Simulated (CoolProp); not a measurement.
Vapour-liquid equilibrium of n-heptane (1) + n-dodecane (2) at 0.0916 MPa; x and y are mole fractions of (1).

Model: multi-fluid Helmholtz-energy mixture model, Span 2003 and Lemmon 2004; pair parameters Bell 2016, in CoolProp.

Task: Give the bubble temperature and the first vapour's composition at x = 0.05, 0.55, 0.95. Is there an azeotrope?

Result: x = 0.05: 468.3 K, y = 0.367; x = 0.55: 389.0 K, y = 0.978; x = 0.95: 369.9 K, y = 0.999. No azeotrope shows between x = 0.05 and 0.95.

Pair parameters are fitted to limited data, so mixtures are less certain than the pure fluids.
